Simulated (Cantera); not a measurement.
Charge: 1 mol HMDSO, a varied amount of CO₂, 16 mol N₂, held at 1375 °C and 13300 Pa.

These are equilibrium values from Cantera (NASA tables, ideal gas, pure condensed phases), not measurements of a reactor. Candidate condensed phases: C, C₆H₆, C₇H₈, C₈H₁₈, H₂O, Si, SiC, SiO₂, Si₂N₂O, Si₃N₄; 151 gas species. The feed counts by its element totals alone. Mutual solubility and eutectic melting of coexisting phases are not modelled. The tables hold silica as quartz up to 1696 K and as liquid above; real silica turns to tridymite and cristobalite and melts near 1996 K. Gases not in the tables: Si(OH)₄. Equilibrium is a limit: real reactors are often held back by kinetics, nucleation or transport.

Question: Which condensed phases are stable at each of these points (n(CO₂) (mol)): 0.51, 0.78, 1.2, 1.9, 2.9, 4.5, 6.9, 11, 17?

Answer: 
```
n(CO₂) (mol)            condensed phases  Si condensed (%)
------------  --------------------------  ----------------
0.51             C(graphite) + Si₂N₂O(s)              99.8
0.78             C(graphite) + Si₂N₂O(s)              99.8
1.2              C(graphite) + Si₂N₂O(s)              99.7
1.9              C(graphite) + Si₂N₂O(s)              99.7
2.9              C(graphite) + Si₂N₂O(s)              99.5
4.5              C(graphite) + Si₂N₂O(s)              99.4
6.9           SiO₂(β-quartz) + Si₂N₂O(s)              97.0
11                        SiO₂(β-quartz)             100.0
17                        SiO₂(β-quartz)             100.0
```

From 0.51 mol CO₂ to 4.5 mol CO₂ the condensed part is C(graphite) + Si₂N₂O(s). At 6.9 mol CO₂ the condensed part is SiO₂(β-quartz) + Si₂N₂O(s). From 11 mol CO₂ to 17 mol CO₂ the condensed part is SiO₂(β-quartz).
